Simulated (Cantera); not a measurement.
Feed: 1 mol NH3, 0.019 mol SO2, at 2400 K.

These are equilibrium values from Cantera (NASA tables, ideal gas, pure condensed phases), not measurements of a reactor. Candidate condensed phases: H2O, H2SO4, S; 35 gas species. The ideal-gas law is rough above about 30 bar. Kinetics and transport are ignored.

x: gas mole fraction; nothing condenses.

```tsv
P (Pa)	x H2	x H	x N2	x H2O
10	0.167	0.650	0.165	0.00330
65	…	…	…	…
420	0.566	0.185	0.225	0.0152
2700	0.657	…	0.239	0.0172
17000	0.696	0.0322	0.245	0.0182
110000	0.712	0.0128	0.248	0.0187
720000	0.718	0.00502	0.249	0.0189
4700000	0.720	0.00197	0.250	0.0190
30000000	0.720	0.000779	0.250	0.0190
```

### Question
What belongs in the gaps?

### Answer

- 2700, x H: 0.0785
- 65, x H2: 0.390
- 65, x H: 0.390
- 65, x N2: 0.199
- 65, x H2O: 0.0109
